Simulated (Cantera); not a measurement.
Input (Python, Cantera) and output of one run.

```python
import numpy as np
import cantera as ct

gas_names = """
    H HO2 H2 H2O H2O2 O OH O2 O3 Ti TiO TiO2
""".split()
cond_names = """
    H2O(s) H2O(L) Ti(a) Ti(b) Ti(L) TiO(a) TiO(b) TiO(L) TiO2(ru) TiO2(L) Ti2O3(a) Ti2O3(b) Ti2O3(L)
    Ti3O5(a) Ti3O5(b) Ti3O5(L) Ti4O7(s) Ti4O7(L)
""".split()


# ... load() reads the species with a 1 bar reference pressure and builds the phases ...
atoms = {
    'TiO2': {'Ti': 1, 'O': 2},
    'H2': {'H': 2},
    'H2O': {'H': 2, 'O': 1},
}
top_T = {}  # K; cautious upper limits of use, not melting points


# ... equilibrate(T, P, feed) seeds the gas with the atoms and calls Mixture.equilibrate('TP', solver="vcs", rtol=1e-11, max_steps=5000) ...
results = []
feed = {'TiO2': 1, 'H2': 420, 'H2O': 0.5}  # mol
P = 10000  # Pa
for T in [1550, 1600, 1650, 1700, 1750, 1800, 1850, 1900, 1950]:
    mix = equilibrate(T, P, feed)
    results.append((T, P, feed, dict(zip(mix.species_names, mix.species_moles))))
    x = sorted(zip(gas.X, gas.species_names), reverse=True)
    print(f"T = {T:g} K  P = {P:g} Pa  gas = {mix.phase_moles(0):.4g} mol")
    print("   x: " + "  ".join(f"{s} {v:.3e}" for v, s in x if v > 0.001))
    print("   condensed (mol): " + ("  ".join(f"{mix.phase(i).name} {mix.phase_moles(i):.4g}"
          for i in range(1, mix.n_phases) if mix.phase_moles(i) > 1e-12) or "none"))
```

Output:

```
T = 1550 K  P = 10000 Pa  gas = 420.5 mol
   x: H2 9.979e-01  H2O 1.982e-03
   condensed (mol): Ti3O5(b) 0.3333
T = 1600 K  P = 10000 Pa  gas = 420.5 mol
   x: H2 9.978e-01  H2O 1.982e-03
   condensed (mol): Ti3O5(b) 0.3333
T = 1650 K  P = 10000 Pa  gas = 420.6 mol
   x: H2 9.977e-01  H2O 1.981e-03
   condensed (mol): Ti3O5(b) 0.3333
T = 1700 K  P = 10000 Pa  gas = 420.6 mol
   x: H2 9.976e-01  H2O 1.981e-03
   condensed (mol): Ti3O5(b) 0.3333
T = 1750 K  P = 10000 Pa  gas = 420.7 mol
   x: H2 9.973e-01  H2O 1.981e-03
   condensed (mol): Ti3O5(b) 0.3333
T = 1800 K  P = 10000 Pa  gas = 420.7 mol
   x: H2 9.969e-01  H2O 1.981e-03  H 1.130e-03
   condensed (mol): Ti3O5(b) 0.3333
T = 1850 K  P = 10000 Pa  gas = 420.9 mol
   x: H2 9.963e-01  H2O 1.980e-03  H 1.700e-03
   condensed (mol): Ti3O5(b) 0.3333
T = 1900 K  P = 10000 Pa  gas = 421 mol
   x: H2 9.951e-01  H 2.503e-03  H2O 2.375e-03
   condensed (mol): Ti2O3(b) 0.4999
T = 1950 K  P = 10000 Pa  gas = 421.3 mol
   x: H2 9.940e-01  H 3.614e-03  H2O 2.373e-03
   condensed (mol): Ti2O3(b) 0.4998
```

Equilibrium computed with Cantera from the NASA thermochemical tables; the gas is ideal and each condensed phase is pure.
